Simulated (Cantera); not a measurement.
A diamond (100) surface in a fixed gas of H2 with x(CH4) = 0.0023, x(H) = 0.023, x(CH3) = 5.5e-05, at 1125 K; coverages are run to steady state.

Model: the Harris–Goodwin 1993 mechanism for the reconstructed diamond (100) surface, integrated in Cantera.

θ: site fractions in the mechanism's names (c6HH fully hydrogenated, c6H* and c6*H radical sites, c6** diradical, c6HM methylated).

```json
[
 {"P (Pa)": "1000", "growth (µm/h)": "0.294", "θ c6HH": "0.491", "θ c6H*": "0.0305", "θ c6*H": "0.456", "θ c6**": "0.0213", "θ c6HM": "0.000481"},
 {"P (Pa)": "1800", "growth (µm/h)": "?", "θ c6HH": "0.491", "θ c6H*": "0.0306", "θ c6*H": "0.456", "θ c6**": "0.0213", "θ c6HM": "?"},
 {"P (Pa)": "3000", "growth (µm/h)": "1.18", "θ c6HH": "0.491", "θ c6H*": "0.0306", "θ c6*H": "0.456", "θ c6**": "0.0213", "θ c6HM": "0.000658"},
 {"P (Pa)": "5200", "growth (µm/h)": "?", "θ c6HH": "0.491", "θ c6H*": "0.0307", "θ c6*H": "0.456", "θ c6**": "0.0213", "θ c6HM": "0.000714"},
 {"P (Pa)": "8800", "growth (µm/h)": "3.92", "θ c6HH": "0.491", "θ c6H*": "0.0309", "θ c6*H": "0.455", "θ c6**": "0.0213", "θ c6HM": "0.000750"},
 {"P (Pa)": "15000", "growth (µm/h)": "6.89", "θ c6HH": "0.491", "θ c6H*": "0.0312", "θ c6*H": "0.455", "θ c6**": "0.0214", "θ c6HM": "0.000774"},
 {"P (Pa)": "26000", "growth (µm/h)": "12.2", "θ c6HH": "0.491", "θ c6H*": "0.0317", "θ c6*H": "0.455", "θ c6**": "0.0215", "θ c6HM": "0.000790"},
 {"P (Pa)": "43000", "growth (µm/h)": "20.4", "θ c6HH": "0.491", "θ c6H*": "0.0326", "θ c6*H": "0.454", "θ c6**": "0.0217", "θ c6HM": "0.000802"}
]
```

Question: Fill in the missing entries.

Answer: 
- 1800, growth (µm/h): 0.636
- 1800, θ c6HM: 0.000586
- 5200, growth (µm/h): 2.21
